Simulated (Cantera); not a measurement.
Thermodynamics of calcination and drying, feed Ca(OH)₂ + CO₂ + H₂

Feed: 1 mol Ca(OH)₂, 6.4 mol CO₂, 2.4 mol H₂, at 0.0750 Torr.

Cantera equilibrium calculation (NASA polynomials, part measured and part estimated; ideal gas, pure solids and liquids). Candidate condensed phases: C, C₆H₆, C₇H₈, C₈H₁₈, Ca, CaCO₃, CaO, Ca(OH)₂, H₂O; 115 gas species. Rates play no part.

```csv
T (°C),log p CO₂,log p H₂O,log p CO,log p H₂,log p H,log p O₂,log p OH,log p O,n CaCO₃(calcite),n CaO(s)
300,-4.23,-4.85,-5.60,-4.61,<-16,<-16,<-16,<-16,1.00,0
450,-4.27,-4.73,-5.13,-4.70,-15.42,<-16,<-16,<-16,1.00,0
600,-4.27,-4.66,-4.93,-4.89,-12.78,<-16,-15.69,<-16,0,1.00
750,-4.30,-4.60,-4.83,-5.02,-10.89,<-16,-13.06,<-16,0,1.00
900,-4.32,-4.57,-4.77,-5.12,-9.49,-15.17,-11.09,-15.44,0,1.00
1050,-4.33,-4.54,-4.73,-5.22,-8.41,-12.43,-9.57,-12.79,0,1.00
1200,-4.34,-4.53,-4.71,-5.30,-7.55,-10.23,-8.36,-10.67,0,1.000
1350,-4.35,-4.52,-4.70,-5.36,-6.84,-8.44,-7.38,-8.94,0,1.000
1500,-4.35,-4.52,-4.68,-5.42,-6.26,-6.96,-6.56,-7.51,0,1.000
1650,-4.40,-4.55,-4.64,-5.43,-5.74,-5.85,-5.93,-6.37,0,0.999
1800,-4.55,-4.67,-4.54,-5.34,-5.25,-5.27,-5.52,-5.57,0,0.989
```
log p: log10 of the partial pressure in bar; n: condensed amount in mol.

From 300 °C to 450 °C the condensed part is CaCO₃(calcite). From 600 °C to 1800 °C the condensed part is CaO(s).
